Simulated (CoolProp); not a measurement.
Vapour-liquid equilibrium of R22 (1) + dimethyl ether (2) at 0.167 MPa; x and y are mole fractions of (1).

Values from CoolProp's multi-fluid Helmholtz-energy mixture model, Kamei 1995 and Wu 2011; pair parameters Bell 2016.

### Question
Give the bubble temperature and the first vapour's composition at x = 0.35, 0.65, 0.8. Is there an azeotrope?

### Answer
x = 0.35: 261.3 K, y = 0.389; x = 0.65: 255.2 K, y = 0.821; x = 0.8: 249.8 K, y = 0.943. y crosses x between x = 0.2 and 0.35: the model has an azeotrope there.

The pair parameters rest on a limited set of measurements; away from them the model extrapolates.
